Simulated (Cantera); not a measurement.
A closed system holds: 1 mol Si, 0.021 mol H2O, 4.9 mol CO, at 1.33 mbar.

These are equilibrium values from Cantera (NASA tables, ideal gas, pure condensed phases), not measurements of a reactor. Candidate condensed phases: C, C6H6, C7H8, C8H18, H2O, Si, SiC, SiO2; 123 gas species. Equilibrium is a limit: real reactors are often held back by kinetics, nucleation or transport.

Problem. At 1848 K, list the 5 most abundant gas species with their mole fractions, and the condensed phases.

Solution. CO 0.892, SiO 0.103, H2 0.00380, H 0.000895, Si 0.000598. Condensed: SiC(s).
